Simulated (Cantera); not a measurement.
A closed system holds: 1 mol Si, 4.2 mol CO, 41 mol N2, equilibrated at 1.00 bar.

Cantera equilibrium calculation (NASA polynomials, part measured and part estimated; ideal gas, pure solids and liquids). Candidate condensed phases: C, Si, SiC, SiO2, Si2N2O, Si3N4; 34 gas species. Mutual solubility and eutectic melting of coexisting phases are not modelled. Kinetics and transport are ignored.

**Question.** At 1925 K, list the 3 most abundant gas species with their mole fractions, and the condensed phases.

**Answer.** N2 0.912, CO 0.0860, SiO 0.00192. Condensed: SiC(s) + Si2N2O(s).
